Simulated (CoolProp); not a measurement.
Nitrous oxide at several states: Z from the reference equation and from simpler models built on Tc = 36.4 °C, pc = 7245 kPa, ω = 0.161; each cubic takes its own stable root.

Model: reference Helmholtz-energy equation of state, Lemmon 2006, in CoolProp. It is a short technical equation, of lower accuracy than the large ones.

| T (°C) | p (kPa) | phase | reference | van der Waals | Redlich-Kwong | Soave-Redlich-Kwong | Peng-Robinson |
|---|---|---|---|---|---|---|---|
| 144.05 | 5180 | gas | 0.9091 | ___ | 0.9007 | 0.9166 | ___ |
| -14.15 | 3080 | liquid | 0.06436 | 0.7514 | 0.07367 | ___ | 0.06295 |
| 93.75 | 125 | gas | 0.9966 | 0.9966 | 0.9964 | 0.9967 | 0.9961 |
| 90.85 | 1510 | gas | 0.9567 | ___ | 0.9551 | 0.9580 | 0.9514 |
| 52.35 | 434 | gas | 0.9822 | 0.9841 | 0.9822 | 0.9825 | 0.9803 |
| 117.55 | 12500 | supercritical | ___ | ___ | ___ | ___ | 0.7101 |

Q: Fill in the missing entries.

A: 
- 144.05, van der Waals: 0.8944
- 144.05, Peng-Robinson: 0.8991
- -14.15, Soave-Redlich-Kwong: 0.07138
- 90.85, van der Waals: 0.9573
- 117.55, reference: 0.7136
- 117.55, van der Waals: 0.6557
- 117.55, Redlich-Kwong: 0.7003
- 117.55, Soave-Redlich-Kwong: 0.7451

At some of these states van der Waals gives the other phase, because its saturation line lies elsewhere.
